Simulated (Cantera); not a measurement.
Feed: 1 mol Si2H6, 0.63 mol O3, 48 mol H2, equilibrated at 873 K and 0.720 bar.

Cantera equilibrium calculation (NASA polynomials, part measured and part estimated; ideal gas, pure solids and liquids). Candidate condensed phases: H2O, Si, SiO2; 18 gas species. The feed counts by its element totals alone. Kinetics and transport are ignored.

**Question.** What is the equilibrium state?

**Answer.** 
| Quantity | Result |
|---|---|
| x(H2) | 1.00 |
| n(Si(s)) | 1.05 mol |
| n(SiO2(β-quartz)) | 0.945 mol |
| gas amount | 51.00 mol |
